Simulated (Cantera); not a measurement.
An adiabatic, constant-pressure homogeneous reactor starts with C3H8 : O2 : N2 = 1.3 : 4.55 : 17.1 (molar parts), at 1150 K and 1.00 atm.

Detailed kinetics in Cantera: GRI-Mech 3.0 (53 species, 325 reactions). GRI-Mech 3.0 was tuned for natural gas; its chemistry of propane as a main component is partial and can be far from experiment.

x: mole fraction; the columns are a selection and need not sum to one.

```json
[
 {"t (s)": "3.00e-6", "T (K)": "1150", "x C3H8": "0.0566", "x O2": "0.198", "x NO": "<1e-12", "x O": "1.51e-10", "x HO2": "7.27e-8"},
 {"t (s)": "6.77e-6", "T (K)": "1150", "x C3H8": "0.0566", "x O2": "0.198", "x NO": "<1e-12", "x O": "2.41e-10", "x HO2": "2.58e-7"},
 {"t (s)": "1.53e-5", "T (K)": "1150", "x C3H8": "0.0566", "x O2": "0.198", "x NO": "<1e-12", "x O": "2.94e-10", "x HO2": "7.45e-7"},
 {"t (s)": "3.45e-5", "T (K)": "1150", "x C3H8": "0.0566", "x O2": "0.198", "x NO": "<1e-12", "x O": "3.82e-10", "x HO2": "1.83e-6"},
 {"t (s)": "7.78e-5", "T (K)": "1150", "x C3H8": "0.0566", "x O2": "0.198", "x NO": "<1e-12", "x O": "6.73e-10", "x HO2": "3.99e-6"},
 {"t (s)": "0.000175", "T (K)": "1150", "x C3H8": "0.0566", "x O2": "0.198", "x NO": "<1e-12", "x O": "1.65e-9", "x HO2": "6.89e-6"},
 {"t (s)": "0.000396", "T (K)": "1150", "x C3H8": "0.0565", "x O2": "0.198", "x NO": "<1e-12", "x O": "3.02e-9", "x HO2": "6.39e-6"},
 {"t (s)": "0.000893", "T (K)": "1150", "x C3H8": "0.0563", "x O2": "0.198", "x NO": "<1e-12", "x O": "3.26e-9", "x HO2": "5.54e-6"},
 {"t (s)": "0.00202", "T (K)": "1150", "x C3H8": "0.0558", "x O2": "0.198", "x NO": "<1e-12", "x O": "…", "x HO2": "…"},
 {"t (s)": "0.00455", "T (K)": "1150", "x C3H8": "0.0545", "x O2": "0.197", "x NO": "<1e-12", "x O": "5.07e-9", "x HO2": "7.73e-6"},
 {"t (s)": "0.0103", "T (K)": "1153", "x C3H8": "0.0506", "x O2": "0.195", "x NO": "<1e-12", "x O": "…", "x HO2": "…"},
 {"t (s)": "0.0231", "T (K)": "2603", "x C3H8": "<1e-12", "x O2": "0.000798", "x NO": "0.00108", "x O": "0.000666", "x HO2": "3.37e-7"},
 {"t (s)": "0.0522", "T (K)": "2601", "x C3H8": "<1e-12", "x O2": "0.000775", "x NO": "0.00150", "x O": "0.000650", "x HO2": "3.28e-7"},
 {"t (s)": "0.118", "T (K)": "2601", "x C3H8": "<1e-12", "x O2": "0.000775", "x NO": "0.00150", "x O": "0.000650", "x HO2": "3.28e-7"},
 {"t (s)": "0.266", "T (K)": "2601", "x C3H8": "<1e-12", "x O2": "0.000775", "x NO": "0.00150", "x O": "0.000650", "x HO2": "3.28e-7"},
 {"t (s)": "0.600", "T (K)": "2601", "x C3H8": "<1e-12", "x O2": "0.000775", "x NO": "0.00150", "x O": "0.000650", "x HO2": "3.28e-7"}
]
```

Q: What belongs in the gaps?

A: 
- 0.00202, x O: 3.73e-9
- 0.00202, x HO2: 6.12e-6
- 0.0103, x O: 1.12e-8
- 0.0103, x HO2: 1.37e-5
